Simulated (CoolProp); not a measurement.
Saturation properties of hydrogen chloride.

Values from CoolProp's reference Helmholtz-energy equation of state, Thol 2018.

| T (°C) | p (MPa) | liquid density (kg/m³) | vapour density (kg/m³) | enthalpy of vaporisation (kJ/kg) | liquid cp (kJ/(kg K)) |
|---|---|---|---|---|---|
| -95.35 | 0.05414 | 1210 | 1.361 | 454.5 | 1.657 |
| -86.25 | 0.09421 | 1188 | 2.274 | 445.1 | 1.659 |
| -77.15 | 0.1549 | 1165 | 3.609 | 435.2 | 1.665 |
| -67.95 | 0.2440 | 1142 | 5.508 | 424.5 | 1.676 |
| -58.85 | 0.3667 | 1117 | 8.068 | 413.2 | 1.692 |
| -49.75 | 0.5319 | 1092 | 11.47 | 401.0 | 1.713 |
| -40.55 | 0.7509 | 1066 | 15.94 | 387.7 | 1.742 |
| -31.45 | 1.028 | 1038 | 21.62 | 373.4 | 1.779 |
| -22.35 | 1.375 | 1009 | 28.84 | 357.7 | 1.828 |
| -13.15 | 1.807 | 977.2 | 38.06 | 340.2 | 1.894 |

It boils at -85.0 °C under 1 atm.
